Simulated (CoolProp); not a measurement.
Computed with CoolProp (reference Helmholtz-energy equation of state, Schroeder 2014).

Question: Give the vapour pressure (bar), liquid density (kg/m³), enthalpy of vaporisation (kJ/kg), vapour viscosity (µPa s) of saturated ethanol at 411.9 K.

Answer: 
```
T (K)  p (bar)  liquid density (kg/m³)  enthalpy of vaporisation (kJ/kg)  vapour viscosity (µPa s)
-----  -------  ----------------------  --------------------------------  ------------------------
411.9     7.31                     666                               721                      12.2
```

Viscosity comes from a separate model (Kiselev 2005).
